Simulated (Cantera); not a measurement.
A perfectly stirred reactor is fed with 18.2 % CH4, 49.1 % H2O, 32.7 % H2, at 100.0 Torr; it is held at 2125 K, and followed from long to short residence time.

Model: GRI-Mech 3.0 (53 species, 325 reactions), integrated in Cantera.

x: mole fraction; the columns are a selection and need not sum to one.

```json
[
 {"τ (s)": "1.2", "x CH4": "0.000325", "x H2O": "0.218", "x H2": "0.642", "x OH": "0.000280", "x C2H4": "7.70e-8", "x CO": "0.124", "x H2O2": "1.02e-10"},
 {"τ (s)": "0.57", "x CH4": "(withheld)", "x H2O": "0.219", "x H2": "0.642", "x OH": "0.000272", "x C2H4": "(withheld)", "x CO": "0.124", "x H2O2": "9.73e-11"},
 {"τ (s)": "0.28", "x CH4": "0.00138", "x H2O": "0.221", "x H2": "0.640", "x OH": "0.000269", "x C2H4": "1.29e-6", "x CO": "0.123", "x H2O2": "9.50e-11"},
 {"τ (s)": "0.14", "x CH4": "0.00252", "x H2O": "0.225", "x H2": "0.636", "x OH": "0.000268", "x C2H4": "4.18e-6", "x CO": "0.120", "x H2O2": "9.51e-11"},
 {"τ (s)": "0.067", "x CH4": "0.00446", "x H2O": "0.235", "x H2": "0.628", "x OH": "0.000273", "x C2H4": "1.27e-5", "x CO": "0.114", "x H2O2": "9.90e-11"},
 {"τ (s)": "0.033", "x CH4": "0.00726", "x H2O": "0.252", "x H2": "0.614", "x OH": "0.000286", "x C2H4": "3.22e-5", "x CO": "0.103", "x H2O2": "1.09e-10"},
 {"τ (s)": "0.016", "x CH4": "0.0113", "x H2O": "0.279", "x H2": "0.591", "x OH": "0.000309", "x C2H4": "7.43e-5", "x CO": "0.0857", "x H2O2": "1.27e-10"},
 {"τ (s)": "0.0079", "x CH4": "0.0169", "x H2O": "0.314", "x H2": "0.563", "x OH": "0.000336", "x C2H4": "0.000155", "x CO": "0.0652", "x H2O2": "1.50e-10"},
 {"τ (s)": "0.0039", "x CH4": "(withheld)", "x H2O": "(withheld)", "x H2": "0.531", "x OH": "0.000361", "x C2H4": "(withheld)", "x CO": "(withheld)", "x H2O2": "1.73e-10"}
]
```

Task: Fill in the missing entries.

Result: 
- 0.57, x CH4: 0.000702
- 0.57, x C2H4: 3.44e-7
- 0.0039, x CH4: 0.0247
- 0.0039, x H2O: 0.350
- 0.0039, x C2H4: 0.000310
- 0.0039, x CO: 0.0447
